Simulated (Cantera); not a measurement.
Input: 1 mol SiCl4, 4.1 mol H2O, 0.11 mol O2, at 848.15 K and 1.00 bar.

Equilibrium computed with Cantera from the NASA thermochemical tables; the gas is ideal and each condensed phase is pure. Rates play no part.

| species | before | after |
|---|---|---|
| HCl | 0.587 | 0.629 |
| H2O | 0.378 | 0.348 |
| O2 | 0.000966 | 0.0135 |
| Cl2 | 0.0341 | 0.00778 |
| OH | 1.76e-9 | 1.31e-5 |
| Cl | 4.96e-6 | 0.00136 |
| HOCl | 2.10e-6 | 1.95e-5 |
| SiO2(β-quartz), mol | 1.00 | 1.00 |
Gas species are given as mole fractions.

What was changed between the two runs?
A. temperature from 848.15 K to 1325 K
B. O2 from 0.11 to 1.5 mol
C. temperature from 848.15 K to 1073 K
D. temperature from 848.15 K to 1050 K

A, temperature from 848.15 K to 1325 K. The tables hold silica as quartz up to 1696 K and as liquid above; real silica turns to tridymite and cristobalite and melts near 1996 K. Gases not in the tables: Si(OH)4
